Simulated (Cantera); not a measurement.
Input: 1 mol C₂H₅OH, 2 mol NH₃, 0.2 mol N₂, held at 1075 K and 96.0 mbar.

These are equilibrium values from Cantera (NASA tables, ideal gas, pure condensed phases), not measurements of a reactor. Candidate condensed phases: C, C₆H₆, C₇H₈, C₈H₁₈, H₂O; 136 gas species. Kinetics and transport are ignored.

Base state: H₂ 0.729, N₂ 0.147, CO 0.121, CH₄ 0.00230, H₂O 0.00107, CO₂ 0.000191 (mole fractions); condensed: C(graphite).

What changes in the equilibrium state with this change: C₂H₅OH replaced by C₂H₂?


```
species             before    after
----------------  --------  -------
H₂                   0.729    0.766
N₂                   0.147    0.231
CH₄                0.00230  0.00254
CO                   0.121        0
H₂O                0.00107        0
CO₂               0.000191        0
C(graphite), mol     0.991     1.99
```

What changes in the equilibrium state with this change: temperature from 1075 K to 1148 K?


```json
[
 {"species": "H₂", "before": "0.729", "after": "0.730"},
 {"species": "N₂", "before": "0.147", "after": "0.147"},
 {"species": "CO", "before": "0.121", "after": "0.122"},
 {"species": "CH₄", "before": "0.00230", "after": "0.00122"},
 {"species": "CO₂", "before": "0.000191", "after": "5.78e-5"},
 {"species": "H₂O", "before": "0.00107", "after": "0.000410"},
 {"species": "HCN", "before": "5.19e-6", "after": "1.33e-5"},
 {"species": "C(graphite), mol", "before": "0.991", "after": "0.994"}
]
```
